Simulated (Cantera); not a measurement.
A closed system holds: 1 mol CF4, 0.9 mol CH4, 0.7 mol H2, equilibrated at 1850 °C.

These are equilibrium values from Cantera (NASA tables, ideal gas, pure condensed phases), not measurements of a reactor. Candidate condensed phases: C, C6H6, C7H8, C8H18; 95 gas species. Rates play no part.

Q: At 1.40 mbar, list the 5 most abundant gas species with their mole fractions, and the condensed phases.

A: HF 0.876, H2 0.0946, H 0.0295, F 0.000180, C2H2 (acetylene) 0.000157. Condensed: C(graphite).
